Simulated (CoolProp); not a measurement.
A simple Rankine cycle with n-hexane: condensing at 293.15 K, boiler at 2.31 MPa, turbine inlet 491 K, turbine efficiency 0.85, pump efficiency 0.6, no recuperator. Each further row changes one setting.

Computed with CoolProp (reference Helmholtz-energy equation of state, Thol 2019).

```
case                             thermal efficiency (%)  net work (kJ/kg)  heat in (kJ/kg)  turbine exit temperature (K)  volume ratio over the turbine
-------------------------------  ----------------------  ----------------  ---------------  ----------------------------  -----------------------------
as stated                                          21.5               150              696                         388.2                            203
turbine inlet 511 K                                21.3                 ?              766                         414.6                              ?
condensing temperature 285.15 K                    22.6               161              714                             ?                            291
boiler pressure 1.62 MPa                              ?                 ?              735                         405.9                              ?
turbine efficiency 0.75                            18.9               131              696                         397.0                            208
```

Problem. Some entries are withheld; supply them.

Solution. 
- turbine inlet 511 K, net work (kJ/kg): 163
- turbine inlet 511 K, volume ratio over the turbine: 174
- condensing temperature 285.15 K, turbine exit temperature (K): 382.6
- boiler pressure 1.62 MPa, thermal efficiency (%): 20.5
- boiler pressure 1.62 MPa, net work (kJ/kg): 151
- boiler pressure 1.62 MPa, volume ratio over the turbine: 111
